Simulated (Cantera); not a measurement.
A closed system holds: 1 mol SiH2Cl2, 3.7 mol H2, held at 1.33 mbar.

Equilibrium computed with Cantera from the NASA thermochemical tables; the gas is ideal and each condensed phase is pure. Candidate condensed phases: Si; 19 gas species. The tables' values for SiCl, SiCl3 are old estimates; treat these amounts as uncertain. Gases not in the tables: Si2H6 and higher silanes. Kinetics and transport are ignored. All values below are at 1652 °C.

Base state: H2 0.713, HCl 0.155, SiCl2 0.0888, H 0.0221, Si 0.0131, SiCl 0.00379, Cl 0.00362, SiH 0.000328 (mole fractions); condensed: Si(l).

Q: What changes in the equilibrium state with this change: H2 from 3.7 to 120 mol?

A: 
| species | before | after |
|---|---|---|
| H2 | 0.713 | 0.951 |
| H | 0.0221 | 0.0255 |
| HCl | 0.155 | 0.0149 |
| SiCl2 | 0.0888 | 0.000338 |
| Si | 0.0131 | 0.00719 |
| SiCl3 | 0.000181 | 5.70e-8 |
| SiCl | 0.00379 | 0.000174 |
| Cl | 0.00362 | 0.000301 |
| Si3 | 2.50e-5 | 4.18e-6 |
| Si2 | 0.000112 | 3.40e-5 |
| Si(l), mol | 0.375 | 0 |
The tables' values for SiCl are old estimates; treat these amounts as uncertain.
